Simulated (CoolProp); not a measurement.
R123 along the isotherm 226.85 °C: density (kg/m³) from the reference equation and from simpler models built on Tc = 183.7 °C, pc = 3.662 MPa, ω = 0.282; each cubic takes its own stable root.

Values from CoolProp's reference Helmholtz-energy equation of state, Younglove 1994. It is a modified Benedict-Webb-Rubin equation, recast in Helmholtz form.

```json
[
 {"p (MPa)": "0.0289", "phase": "gas", "reference": "1.065"},
 {"p (MPa)": "0.0425", "phase": "gas", "reference": "1.568"},
 {"p (MPa)": "0.0624", "phase": "gas", "reference": "2.305"},
 {"p (MPa)": "0.0915", "phase": "gas", "reference": "3.387"},
 {"p (MPa)": "0.134", "phase": "gas", "reference": "4.975"},
 {"p (MPa)": "0.197", "phase": "gas", "reference": "7.346"},
 {"p (MPa)": "0.289", "phase": "gas", "reference": "10.85"},
 {"p (MPa)": "0.425", "phase": "gas", "reference": "16.11"},
 {"p (MPa)": "0.624", "phase": "gas", "reference": "24.00"},
 {"p (MPa)": "0.915", "phase": "gas", "reference": "35.98"},
 {"p (MPa)": "1.34", "phase": "gas", "reference": "54.56"},
 {"p (MPa)": "1.97", "phase": "gas", "reference": "84.91"},
 {"p (MPa)": "2.89", "phase": "gas", "reference": "137.4"},
 {"p (MPa)": "4.25", "phase": "supercritical", "reference": "245.2"},
 {"p (MPa)": "6.24", "phase": "supercritical", "reference": "539.7"},
 {"p (MPa)": "9.15", "phase": "supercritical", "reference": "805.6"}
]
```

Q: How far does each simpler model (ideal gas, van der Waals, Peng-Robinson) lie from the reference over these 16 states: mean and median of the absolute difference, and the worst?

A: 
- ideal gas: mean 13.7 %, median 3.7 %, worst -58.2 % at 226.85 °C and 9.15 MPa
- van der Waals: mean 1.8 %, median 0.1 %, worst -19.9 % at 226.85 °C and 9.15 MPa
- Peng-Robinson: mean 1.5 %, median 0.5 %, worst -6.8 % at 226.85 °C and 9.15 MPa
